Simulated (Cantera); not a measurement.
Input (Python, Cantera):

```python
import numpy as np
import cantera as ct

gas = ct.Solution("SiF4_NH3_mec.yaml", "gas")
gas.TPX = 2125, 15000, {'NH3': 1, 'N2': 0.62}
reactor = ct.IdealGasConstPressureReactor(gas, energy="off", clone=False)
net = ct.ReactorNet([reactor])
net.rtol, net.atol = 1e-08, 1e-18
show = ['NH3', 'N', 'NH', 'N2H4', 'N2H2', 'H', 'H2']
times = np.geomspace(3e-05, 60, 13)

steps = ct.SolutionArray(gas, extra=["t"])
rows = []
print(f"{'t/s':>10s}{'T/K':>9s}{'P/Pa':>11s}" + "".join(f"{s:>11s}" for s in show))
for t in times:
    while net.time < t:
        t_next = net.step()
        steps.append(gas.state, t=t_next)
    rows.append([np.interp(t, steps.t, y) for y in (steps.T, steps.P, *steps(*show).X.T)])
    print(f"{t:10.3e}{rows[-1][0]:9.1f}{rows[-1][1]:11.4g}" + "".join(f"{x:11.3e}" for x in rows[-1][2:]))
rate = np.gradient(steps.T, steps.t)
print("integrator steps:", len(steps.t))
if steps.T.max() > steps.T[0] + 200:
    print(f"time of steepest temperature rise: {steps.t[rate.argmax()]:.4e} s")
gas.TPX = 2125, 15000, {'NH3': 1, 'N2': 0.62}
gas.equilibrate("TP")
print(f"equilibrium (TP): T = {gas.T:.1f} K  " + "  ".join(f"{s} {gas[s].X[0]:.3e}" for s in show))
```

Result:

```
       t/s      T/K       P/Pa        NH3          N         NH       N2H4       N2H2          H         H2
 3.000e-05   2125.0    1.5e+04  6.170e-01  2.004e-10  2.145e-07  1.159e-09  4.341e-08  1.332e-06  1.049e-04
 1.005e-04   2125.0    1.5e+04  6.163e-01  6.197e-09  2.909e-06  1.271e-08  6.694e-07  1.604e-06  3.730e-04
 3.367e-04   2125.0    1.5e+04  6.138e-01  4.485e-08  1.359e-05  8.580e-08  5.666e-06  4.523e-06  1.893e-03
 1.128e-03   2125.0    1.5e+04  6.042e-01  1.872e-07  2.013e-05  1.198e-07  8.700e-06  1.569e-05  1.063e-02
 3.780e-03   2125.0    1.5e+04  5.727e-01  5.972e-07  2.459e-05  9.523e-08  7.948e-06  4.662e-05  3.997e-02
 1.266e-02   2125.0    1.5e+04  4.820e-01  1.366e-06  2.908e-05  6.215e-08  6.116e-06  1.325e-04  1.243e-01
 4.243e-02   2125.0    1.5e+04  2.870e-01  2.038e-06  2.813e-05  2.755e-08  3.077e-06  3.585e-04  3.053e-01
 1.421e-01   2125.0    1.5e+04  6.905e-02  2.365e-06  1.854e-05  3.903e-09  5.815e-07  9.280e-04  5.075e-01
 4.762e-01   2125.0    1.5e+04  4.561e-04  2.139e-06  3.217e-06  4.272e-12  2.204e-09  5.213e-03  5.680e-01
 1.595e+00   2125.0    1.5e+04  8.810e-06  1.056e-07  1.162e-07  2.968e-15  2.119e-12  7.106e-03  5.669e-01
 5.345e+00   2125.0    1.5e+04  2.034e-06  2.440e-08  2.684e-08  1.585e-16  3.167e-13  7.106e-03  5.669e-01
 1.791e+01   2125.0    1.5e+04  8.070e-07  9.681e-09  1.065e-08  2.510e-17  2.311e-13  7.106e-03  5.669e-01
 6.000e+01   2125.0    1.5e+04  6.899e-07  8.276e-09  9.104e-09  1.839e-17  2.268e-13  7.106e-03  5.669e-01
integrator steps: 1882
equilibrium (TP): T = 2125.0 K  NH3 6.897e-07  N 8.273e-09  NH 9.101e-09  N2H4 1.838e-17  N2H2 2.268e-13  H 7.106e-03  H2 5.669e-01
```

Model: the gas-phase N/H chemistry of the illustrative SiF4/NH3 mechanism in the Surface Chemkin manual (1991), integrated in Cantera. Walls and surfaces, which speed up NH3 decomposition in real reactors, are not modelled.
